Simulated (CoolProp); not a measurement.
Vapour-liquid equilibrium of R13 (1) + R11 (2) at 218.5 K; x and y are mole fractions of (1).

Model: multi-fluid Helmholtz-energy mixture model, Platzer 1990 and Jacobsen 1992; pair parameters Bell 2016, in CoolProp. This equation is an older, rougher fit; its heat capacities, sound speeds and derivatives of the liquid may be far off and weren't checked against measurements.

```tsv
x	bubble pressure (kPa)	y at the bubble point	dew pressure at overall composition x (kPa)	liquid density (mol/L)
0.05	34.90	0.947	2.006	12.14
0.125	78.41	0.977	…	12.29
0.2	115.3	0.985	2.382	12.44
0.275	146.4	0.989	2.628	12.58
0.35	172.9	0.991	2.930	12.73
0.425	195.6	…	3.311	12.86
0.5	215.7	0.994	3.806	…
0.575	…	0.995	…	…
0.65	251.4	0.995	5.429	13.23
0.725	268.8	0.996	6.901	13.34
0.8	287.2	0.997	9.470	13.42
0.875	307.5	0.998	15.08	13.48
0.95	331.0	0.999	37.01	…
```

### Question
What belongs in the gaps?

### Answer

- 0.125, dew pressure at overall composition x (kPa): 2.178
- 0.425, y at the bubble point: 0.993
- 0.5, liquid density (mol/L): 13.00
- 0.575, bubble pressure (kPa): 234.0
- 0.575, dew pressure at overall composition x (kPa): 4.474
- 0.575, liquid density (mol/L): 13.12
- 0.95, liquid density (mol/L): 13.52

No azeotrope shows between x = 0.05 and 0.95.

Pair parameters are fitted to limited data, so mixtures are less certain than the pure fluids. With so large a gap from Raoult's law the liquid may split in two, which this calculation doesn't test in full.
